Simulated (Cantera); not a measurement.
Cantera with NASA thermochemical tables; ideal gases at 1 bar, condensed phases pure. Values are per mole of reaction as written; species without (g) are pure solids or liquids, kept so even where they would boil at 1 bar.

Task: Between 423 and 573 K, where is each reaction favourable under standard conditions?
- AlCl₃ ⇌ Cl₂(g) + AlCl(g)

Result: 
- AlCl₃ ⇌ Cl₂(g) + AlCl(g): ΔG° is 510 kJ at 423 K and 469 kJ at 573 K; it stays positive (K < 1). ΔH° is 608 kJ and ΔS° 243 J/K at 573 K.
